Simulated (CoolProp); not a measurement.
Properties of octamethylcyclotetrasiloxane (D4) along the isotherm 620 K.

The numbers come from the reference Helmholtz-energy equation of state, Thol 2015 in CoolProp.

```
p (MPa)          phase       Z  cv (kJ/(kg K))  Joule-Thomson coefficient (K/MPa)  isothermal compressibility (1/MPa)  expansivity (1/kK)
-------  -------------  ------  --------------  ---------------------------------  ----------------------------------  ------------------
0.00639            gas  0.9987           2.011                              7.026                               156.7               1.621
0.0103             gas  0.9978           2.011                              7.035                               97.30               1.627
0.0167             gas  0.9965           2.011                                ___                               60.09               1.635
0.0269             gas  0.9943           2.011                              7.073                               37.39               1.649
0.0435             gas  0.9908           2.012                                ___                               23.20               1.672
0.0703             gas  0.9851           2.012                                ___                               14.44               1.710
0.114              gas  0.9756           2.013                              7.284                               8.994               1.774
0.184              gas  0.9603           2.015                              7.465                               5.665               1.885
0.297              gas  0.9349           2.017                              7.781                               3.611               2.085
0.479              gas  0.8922           2.022                              8.363                               2.358               2.477
0.774              gas  0.8177           2.031                              9.560                               1.616               3.386
1.25               gas  0.6789           2.050                              12.59                               1.277               6.431
2.02     supercritical  0.3946           2.092                              14.85                               1.164               23.29
```

### Question
Fill in the missing entries.

### Answer

- 0.0167, Joule-Thomson coefficient (K/MPa): 7.049
- 0.0435, Joule-Thomson coefficient (K/MPa): 7.112
- 0.0703, Joule-Thomson coefficient (K/MPa): 7.176
